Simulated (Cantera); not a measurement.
Hydrogen reduction and annealing atmospheres: NiS + H2 + N2

Feed: 1 mol NiS, 0.72 mol H2, 18 mol N2, at 11.0 mbar.

Cantera equilibrium calculation (NASA polynomials, part measured and part estimated; ideal gas, pure solids and liquids). Candidate condensed phases: Ni, NiS, NiS2, Ni3S2, Ni3S4, S; 17 gas species. Gases not in the tables: S3 to S7. Kinetics and transport are ignored.

```tsv
T (K)	x N2	x H2	x H2S	x S2	x SH	x S	x H	n Ni3S2(s)	n Ni3S2(l)
1048	0.959	0.0262	0.0121	0.00282	1.06e-5	1.15e-8	1.19e-8	0.333	0
1098	0.958	0.0285	0.00976	0.00398	1.94e-5	4.23e-8	3.98e-8	0	0.333
1148	0.957	0.0306	0.00764	0.00502	3.23e-5	1.33e-7	1.20e-7	0	0.333
1198	0.956	0.0323	0.00589	0.00588	4.97e-5	3.72e-7	3.26e-7	0	0.333
1248	0.955	0.0337	0.00450	0.00656	7.23e-5	9.39e-7	8.17e-7	0	0.333
1298	0.955	0.0347	0.00344	0.00707	0.000100	2.18e-6	1.90e-6	0	0.333
1348	0.954	0.0355	0.00264	0.00744	0.000134	4.71e-6	4.15e-6	0	0.333
1398	0.954	0.0360	0.00205	0.00772	0.000175	9.58e-6	8.56e-6	0	0.333
1448	0.954	0.0364	0.00160	0.00791	0.000222	1.85e-5	1.68e-5	0	0.333
1498	0.954	0.0367	0.00127	0.00804	0.000276	3.40e-5	3.14e-5	0	0.333
1548	0.953	0.0369	0.00101	0.00812	0.000337	6.00e-5	5.64e-5	0	0.333
1598	0.953	0.0371	0.000817	0.00817	0.000406	0.000102	9.77e-5	0	0.333
```
x: gas mole fraction; n: condensed amount in mol.

At 1048 K the condensed part is Ni3S2(s). From 1098 K to 1598 K the condensed part is Ni3S2(l).
